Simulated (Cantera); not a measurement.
**Thermodynamics of carbon deposition, reforming and gasification, feed C₂H₄ + H₂ + H₂O**

A closed system holds: 1 mol C₂H₄, 22 mol H₂, 1.4 mol H₂O, at 67000 Pa.

Equilibrium computed with Cantera from the NASA thermochemical tables; the gas is ideal and each condensed phase is pure. Candidate condensed phases: C, C₆H₆, C₇H₈, C₈H₁₈, H₂O; 131 gas species. Ions and electrons are included (thermal ionisation). Equilibrium is a limit: real reactors are often held back by kinetics, nucleation or transport.

```tsv
T (°C)	log p H	log p H₂	log p CO	log p C	log p C₂H₂ (acetylene)	log p C₂H	log p C₂
2727	-0.94	-0.29	-1.49	-4.64	-2.19	-3.61	-5.20
3227	-0.48	-0.51	-1.58	-3.17	-2.47	-2.95	-3.78
3727	-0.27	-0.95	-1.68	-2.35	-3.50	-3.13	-3.26
4227	-0.21	-1.50	-1.73	-2.13	-5.37	-4.25	-3.73
4727	-0.20	-2.01	-1.75	-2.11	-7.21	-5.46	-4.39
```
log p: log10 of the partial pressure in bar; nothing condenses.

From 2727 °C to 4727 °C nothing is condensed. The main C-bearing gas is CO throughout.
